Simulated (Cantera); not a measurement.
Feed: 1 mol FeS2, 200 mol H2, 52 mol N2, held at 9.00 Torr.

Equilibrium computed with Cantera from the NASA thermochemical tables; the gas is ideal and each condensed phase is pure. Candidate condensed phases: Fe, FeS, FeS2, S; 16 gas species. FeS: taken at fixed stoichiometry. Equilibrium is a limit: real reactors are often held back by kinetics, nucleation or transport.

Task: At 850 K, list the 3 most abundant gas species with their mole fractions, and the condensed phases.

Result: H2 0.790, N2 0.206, H2S 0.00397. Condensed: FeS(s).
